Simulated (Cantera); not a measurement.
Equilibrium for hydrogen reduction and annealing atmospheres: Fe₂O₃ + H₂ + N₂ + Cl₂

Input: 1 mol Fe₂O₃, 5.3 mol H₂, 39 mol N₂, 0.062 mol Cl₂, held at 16.0 mbar.

Cantera equilibrium calculation (NASA polynomials, part measured and part estimated; ideal gas, pure solids and liquids). Candidate condensed phases: Fe, FeCl₂, FeCl₃, FeO, Fe(OH)₂, Fe(OH)₃, Fe₂O₃, Fe₃O₄, H₂O, NH₄Cl; 37 gas species. Mutual solubility and eutectic melting of coexisting phases are not modelled. The tables' stoichiometric FeO is somewhat more stable than real wüstite, so its field is too wide. FeO: taken at fixed stoichiometry. Kinetics and transport are ignored.

At 875 °C the condensed part is Fe(α) + FeO(s). From 925 °C to 1175 °C the condensed part is Fe(γ) + FeO(s). The main Fe-bearing gas is FeCl₂ throughout.

| T (°C) | log p N₂ | log p H₂ | log p H₂O | log p HCl | n Fe(α) | n FeO(s) | n Fe(γ) |
|---|---|---|---|---|---|---|---|
| 875 | -1.85 | -2.82 | -3.42 | -4.36 | 0.0486 | 1.95 | 0 |
| 925 | -1.85 | -2.83 | -3.39 | -4.36 | 0 | 1.87 | 0.132 |
| 975 | -1.85 | -2.84 | -3.36 | -4.36 | 0 | 1.79 | 0.213 |
| 1025 | -1.85 | -2.85 | -3.33 | -4.36 | 0 | 1.71 | 0.289 |
| 1075 | -1.85 | -2.85 | -3.31 | -4.36 | 0 | 1.64 | 0.359 |
| 1125 | -1.85 | -2.86 | -3.29 | -4.37 | 0 | 1.57 | 0.425 |
| 1175 | -1.85 | -2.87 | -3.27 | -4.37 | 0 | 1.51 | 0.485 |
log p: log10 of the partial pressure in bar; n: condensed amount in mol.
